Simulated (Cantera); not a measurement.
A Cantera script and what it prints.

```python
import numpy as np
import cantera as ct

gas_names = [...]  # 110 gases of nasa_gas.yaml made of C, H, O
cond_names = """
    C(gr) C6H6(L) C7H8(L) C8H18(L),n-octa H2O(s) H2O(L)
""".split()


# ... load() reads the species with a 1 bar reference pressure and builds the phases ...
atoms = {
    'C2H5OH': {'C': 2, 'H': 6, 'O': 1},
    'O2': {'O': 2},
}
top_T = {'C(gr)': 4500}  # K; cautious upper limits of use, not melting points


# ... equilibrate(T, P, feed) seeds the gas with the atoms and calls Mixture.equilibrate('TP', solver="vcs", rtol=1e-11, max_steps=5000) ...
results = []
feed = {'C2H5OH': 1, 'O2': 0.018}  # mol
T = 1348.15  # K
P = 2400000  # Pa
mix = equilibrate(T, P, feed)
results.append((T, P, feed, dict(zip(mix.species_names, mix.species_moles))))
x = sorted(zip(gas.X, gas.species_names), reverse=True)
print(f"T = {T:g} K  P = {P:g} Pa  gas = {mix.phase_moles(0):.4g} mol")
print("   x: " + "  ".join(f"{s} {v:.3e}" for v, s in x if v > 1e-05))
print("   condensed (mol): " + ("  ".join(f"{mix.phase(i).name} {mix.phase_moles(i):.4g}"
      for i in range(1, mix.n_phases) if mix.phase_moles(i) > 1e-12) or "none"))
```

Output:

```
T = 1348.15 K  P = 2.4e+06 Pa  gas = 3.706 mol
   x: H2 6.633e-01  CO 2.478e-01  CH4 6.155e-02  H2O 2.298e-02  CO2 4.385e-03  C2H4 1.969e-05
   condensed (mol): C(gr) 0.8371
```

These are equilibrium values from Cantera (NASA tables, ideal gas, pure condensed phases), not measurements of a reactor.
